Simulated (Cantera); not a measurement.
## Stirred combustor or abatement burner

A perfectly stirred reactor is fed with CH3OH : O2 : N2 : CO2 = 1 : 1.15 : 4.34 : 0.01 (molar parts), equivalence ratio 1.3, at 0.987 atm; it is adiabatic with a 498 K inlet, and is followed from long to short residence time, starting on the burning branch (τ in s: 0.44, 0.2, 0.088, 0.039, 0.017, 0.0078, 0.0035, 0.0016, 0.00069, 0.00031, 0.00014, 6.2e-05, 2.8e-05).

Model: GRI-Mech 3.0 (53 species, 325 reactions), integrated in Cantera. GRI-Mech 3.0 was tuned for natural gas; its chemistry of methanol as a main component is partial and can be far from experiment.

| τ (s) | T (K) | x CH3OH | x O2 | x CH4 | x HCN | x HCO | x H2O | x C2H4 |
|---|---|---|---|---|---|---|---|---|
| 0.44 | 2205 | 3.42e-7 | 0.000135 | 4.29e-7 | 8.42e-8 | 3.18e-8 | 0.235 | 7.35e-12 |
| 0.20 | 2200 | 6.32e-7 | 0.000203 | 5.34e-7 | 1.23e-7 | 4.93e-8 | 0.235 | 1.51e-11 |
| 0.088 | 2192 | 1.14e-6 | 0.000337 | 5.96e-7 | 1.67e-7 | 8.71e-8 | 0.234 | 2.68e-11 |
| 0.039 | 2179 | 1.97e-6 | 0.000580 | 6.60e-7 | 2.17e-7 | 1.65e-7 | 0.233 | 4.71e-11 |
| 0.017 | 2160 | 3.42e-6 | 0.00101 | 8.01e-7 | 2.86e-7 | 3.35e-7 | 0.231 | 9.63e-11 |
| 0.0078 | 2135 | 5.77e-6 | 0.00164 | 1.09e-6 | 3.83e-7 | 6.67e-7 | 0.228 | 2.25e-10 |
| 0.0035 | 2101 | 1.01e-5 | 0.00256 | 1.72e-6 | 5.39e-7 | 1.38e-6 | 0.225 | 6.34e-10 |
| 0.0016 | 2063 | 1.81e-5 | 0.00374 | 3.04e-6 | 7.81e-7 | 2.82e-6 | 0.222 | 2.01e-9 |
| 0.00069 | 2019 | 3.59e-5 | 0.00531 | 6.35e-6 | 1.21e-6 | 6.14e-6 | 0.218 | 7.91e-9 |
| 0.00031 | 1976 | 7.39e-5 | 0.00728 | 1.42e-5 | 1.92e-6 | 1.31e-5 | 0.215 | 3.35e-8 |
| 0.00014 | 1931 | 0.000167 | 0.0105 | 3.52e-5 | 3.08e-6 | 2.90e-5 | 0.213 | 1.68e-7 |
| 6.2e-5 | 1848 | 0.000521 | 0.0191 | 0.000123 | 4.37e-6 | 7.29e-5 | 0.210 | 1.42e-6 |
| 2.8e-5 | 498 | 0.154 | 0.177 | <1e-12 | <1e-12 | <1e-12 | <1e-12 | <1e-12 |
x: mole fraction; the columns are a selection and need not sum to one.
